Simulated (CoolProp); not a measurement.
Saturation properties of R124.

Model: reference Helmholtz-energy equation of state, de Vries 1995, in CoolProp.

```json
[
 {"T (K)": "300.8", "p (kPa)": "___", "surface tension (mN/m)": "9.34", "vapour viscosity (µPa s)": "13.1", "liquid conductivity (mW/(m K))": "69.0"},
 {"T (K)": "305.8", "p (kPa)": "481.5", "surface tension (mN/m)": "8.76", "vapour viscosity (µPa s)": "___", "liquid conductivity (mW/(m K))": "67.4"},
 {"T (K)": "310.7", "p (kPa)": "554.2", "surface tension (mN/m)": "8.19", "vapour viscosity (µPa s)": "13.6", "liquid conductivity (mW/(m K))": "65.8"},
 {"T (K)": "315.6", "p (kPa)": "634.8", "surface tension (mN/m)": "7.62", "vapour viscosity (µPa s)": "13.8", "liquid conductivity (mW/(m K))": "64.3"},
 {"T (K)": "320.5", "p (kPa)": "723.9", "surface tension (mN/m)": "___", "vapour viscosity (µPa s)": "14.1", "liquid conductivity (mW/(m K))": "62.9"},
 {"T (K)": "325.5", "p (kPa)": "___", "surface tension (mN/m)": "6.51", "vapour viscosity (µPa s)": "14.4", "liquid conductivity (mW/(m K))": "61.4"},
 {"T (K)": "330.4", "p (kPa)": "932.0", "surface tension (mN/m)": "5.96", "vapour viscosity (µPa s)": "14.7", "liquid conductivity (mW/(m K))": "60.0"},
 {"T (K)": "335.3", "p (kPa)": "1050", "surface tension (mN/m)": "5.43", "vapour viscosity (µPa s)": "15.0", "liquid conductivity (mW/(m K))": "58.6"}
]
```

**Question.** Complete the blanks.

**Answer.** 
- 300.8, p (kPa): 415.0
- 305.8, vapour viscosity (µPa s): 13.3
- 320.5, surface tension (mN/m): 7.07
- 325.5, p (kPa): 824.1

It boils at 261.2 K under 1 atm.

Viscosity comes from a separate model (Bell 2016), an estimate that may be off by 10 % or more. Thermal conductivity comes from a separate model (Huber 2003), an estimate that may be off by 10 % or more. Surface tension comes from a separate correlation (Mulero 2012).
